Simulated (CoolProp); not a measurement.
Vapour-liquid equilibrium of n-hexane (1) + hexamethyldisiloxane (MM) (2) at 113 kPa; x and y are mole fractions of (1).

Computed with CoolProp (multi-fluid Helmholtz-energy mixture model, Thol 2019 and Thol 2016; pair parameters Bell 2016).

Q: Give the bubble temperature and the first vapour's composition at x = 0.125, 0.65, 0.8. Is there an azeotrope?

A: x = 0.125: 99.5 °C, y = 0.230; x = 0.65: 82.3 °C, y = 0.825; x = 0.8: 77.7 °C, y = 0.919. No azeotrope shows between x = 0.05 and 0.95.

The pair parameters rest on a limited set of measurements; away from them the model extrapolates.
